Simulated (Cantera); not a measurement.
A closed system holds: 1 mol Si, 2 mol NF3, 29 mol N2, equilibrated at 825 °C and 0.000150 bar.

Cantera equilibrium calculation (NASA polynomials, part measured and part estimated; ideal gas, pure solids and liquids). Candidate condensed phases: Si, Si3N4; 16 gas species. The numbers say what is thermodynamically allowed, not how fast it happens.

Question: What is the equilibrium state?

Answer: 
| Quantity | Value |
|---|---|
| x(N2) | 0.909 |
| x(F) | 0.0606 |
| x(SiF4) | 0.0303 |
| x(F2) | 9.70e-6 |
| gas amount | 33.00 mol |
| log10 activity of Si(s) (absent) | -56.98 |
